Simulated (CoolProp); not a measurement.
A single-stage vapour-compression cycle with R1336mzz(E): evaporating at 280.15 K (dew point), condensing at 306.15 K (bubble point), superheat 10 K, subcooling 0 K, compressor efficiency 0.75, no pressure losses. Each further row changes one setting.

Computed with CoolProp (reference Helmholtz-energy equation of state, Akasaka 2023).

| case | cooling COP | pressure ratio | discharge temperature (K) | refrigerating effect (kJ/kg) | volumetric capacity (kJ/m³) |
|---|---|---|---|---|---|
| as stated | ___ | 2.60 | 315.4 | 130 | 902 |
| evaporating temperature 285.15 K | ___ | ___ | 315.4 | 134 | 1120 |
| condensing temperature 301.15 K | ___ | 2.19 | 310.8 | 136 | 946 |
| subcooling 5 K | ___ | 2.60 | 315.4 | 136 | 946 |
| superheat 20 K | ___ | 2.60 | 325.7 | 138 | 923 |
| compressor efficiency 0.65 | 6.21 | 2.60 | 318.6 | 130 | 902 |

**Question.** Complete the blanks.

**Answer.** 
- as stated, cooling COP: 7.17
- evaporating temperature 285.15 K, cooling COP: 9.27
- evaporating temperature 285.15 K, pressure ratio: 2.13
- condensing temperature 301.15 K, cooling COP: 9.13
- subcooling 5 K, cooling COP: 7.51
- superheat 20 K, cooling COP: 7.32
